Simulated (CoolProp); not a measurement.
Computed with CoolProp (reference Helmholtz-energy equation of state, Span 1996).

Task: Give the vapour pressure (bar), liquid density (kg/m³), vapour density (kg/m³) of saturated carbon dioxide at 259.2 K.

Result: 
```tsv
T (K)	p (bar)	liquid density (kg/m³)	vapour density (kg/m³)
259.2	23.6	1000	62.8
```
